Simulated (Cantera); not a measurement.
Feed: 1 mol SiH2Cl2, 7.6 mol NH3, at 1.00 bar.

Method: chemical equilibrium by Gibbs-energy minimisation in Cantera with the NASA 1993 tables (ideal gas, pure condensed phases). Candidate condensed phases: NH4Cl, Si, Si3N4; 28 gas species. Rates play no part. All values below are at 1023 K.

Base state: H2 0.690, N2 0.190, HCl 0.120, SiCl4 0.000356, NH3 0.000125, SiHCl3 1.74e-5 (mole fractions); condensed: Si3N4(s).

What changes in the equilibrium state with this change: SiH2Cl2 replaced by Si2Cl6?


| species | before | after |
|---|---|---|
| H2 | 0.690 | 0.540 |
| HCl | 0.120 | 0.279 |
| N2 | 0.190 | 0.160 |
| SiCl4 | 0.000356 | 0.0194 |
| SiCl3 | 4.87e-7 | 1.00e-5 |
| SiHCl3 | 1.74e-5 | 0.000318 |
| NH3 | 0.000125 | 7.98e-5 |
| Si3N4(s), mol | 0.331 | 0.556 |
The feed counts by its element totals alone. The tables' values for SiCl3 are old estimates; treat these amounts as uncertain.
